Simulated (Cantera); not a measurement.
Input (Python, Cantera) and output of one run.

```python
import numpy as np
import cantera as ct

gas_names = [...]  # 91 gases of nasa_gas.yaml made of C, Cl, H
cond_names = """
    C(gr) C6H6(L) C7H8(L) C8H18(L),n-octa
""".split()


# ... load() reads the species with a 1 bar reference pressure and builds the phases ...
atoms = {
    'CCl4': {'C': 1, 'CL': 4},
    'CH4': {'C': 1, 'H': 4},
}
top_T = {'C(gr)': 4500}  # K; cautious upper limits of use, not melting points


# ... equilibrate(T, P, feed) seeds the gas with the atoms and calls Mixture.equilibrate('TP', solver="vcs", rtol=1e-11, max_steps=5000) ...
results = []
feed = {'CCl4': 1, 'CH4': 0.02}  # mol
T = 725  # K
P = 13332.2  # Pa
mix = equilibrate(T, P, feed)
results.append((T, P, feed, dict(zip(mix.species_names, mix.species_moles))))
print(gas.report(threshold=1e-06))
for i in range(1, mix.n_phases):
    print(f"{mix.phase(i).name:16s} {mix.phase_moles(i):12.5e} mol")
```

It prints:

```
       temperature   725 K
          pressure   13332 Pa
           density   0.16238 kg/m^3
  mean mol. weight   73.419 kg/kmol
   phase of matter   gas

                          1 kg             1 kmol
                     ---------------   ---------------
          enthalpy        1.1022e+05        8.0921e+06  J
   internal energy             28114        2.0641e+06  J
           entropy            3806.1        2.7944e+05  J/K
    Gibbs function       -2.6492e+06        -1.945e+08  J
 heat capacity c_p            541.25             39739  J/K
 heat capacity c_v            428.01             31424  J/K

                      mass frac. Y      mole frac. X     chem. pot. / RT
                     ---------------   ---------------   ---------------
              CCL4          0.099406           0.04745            -61.55
                CL        1.7316e-06        3.5863e-06           -15.105
               CL2           0.88019           0.91147           -30.211
               HCL          0.020397          0.041076           -44.054
     [  +87 minor]        3.9918e-06        1.5406e-06

C(gr)             9.27581e-01 mol
```

Cantera equilibrium calculation (NASA polynomials, part measured and part estimated; ideal gas, pure solids and liquids). Gases not in the tables: chlorinated aromatics.
